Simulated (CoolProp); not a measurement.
A simple Rankine cycle with R365MFC: condensing at 294.15 K, boiler at 0.321 MPa, turbine inlet 354.8 K, turbine efficiency 0.9, pump efficiency 0.7, no recuperator. Each further row changes one setting.

Model: reference Helmholtz-energy equation of state, Lemmon 2016, in CoolProp.

```csv
case,thermal efficiency (%),net work (kJ/kg),heat in (kJ/kg),turbine exit temperature (K),volume ratio over the turbine
as stated,11.9,30.3,254,___,___
turbine inlet 374.8 K,11.7,32.4,277,___,___
condensing temperature 286.15 K,___,35.6,___,___,9.11
boiler pressure 0.225 MPa,9.9,25.3,256,327.4,4.53
turbine efficiency 0.8,___,26.9,254,323.5,6.60
```

Complete the blanks.


- as stated, turbine exit temperature (K): 320.2
- as stated, volume ratio over the turbine: 6.53
- turbine inlet 374.8 K, turbine exit temperature (K): 340.4
- turbine inlet 374.8 K, volume ratio over the turbine: 6.46
- condensing temperature 286.15 K, thermal efficiency (%): 13.5
- condensing temperature 286.15 K, heat in (kJ/kg): 265
- condensing temperature 286.15 K, turbine exit temperature (K): 314.6
- turbine efficiency 0.8, thermal efficiency (%): 10.6
